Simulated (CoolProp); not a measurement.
Saturation properties of R114 (Tc = 420.6 K, pc = 33.52 bar, ω = 0.252).

Computed with CoolProp (reference Helmholtz-energy equation of state, Platzer 1990). This equation is an older, rougher fit; its heat capacities, sound speeds and derivatives of the liquid may be far off and weren't checked against measurements.

```tsv
T (K)	p (bar)	vapour density (kg/m³)
321.5	4.274	30.86
326.2	4.847	?
331	5.489	39.55
335.8	6.192	?
340.6	6.961	?
345.4	7.799	56.56
350.2	8.710	63.50
354.9	9.675	?
359.7	10.74	?
364.5	?	89.06
369.3	13.13	99.68
374.1	?	111.6
378.8	15.87	124.7
383.6	17.41	?
```

Q: What belongs in the gaps?

A: 
- 326.2, vapour density (kg/m³): 34.94
- 335.8, vapour density (kg/m³): 44.65
- 340.6, vapour density (kg/m³): 50.30
- 354.9, vapour density (kg/m³): 71.03
- 359.7, vapour density (kg/m³): 79.56
- 364.5, p (bar): 11.89
- 374.1, p (bar): 14.47
- 383.6, vapour density (kg/m³): 140.0

It boils at 276.7 K under 1 atm.
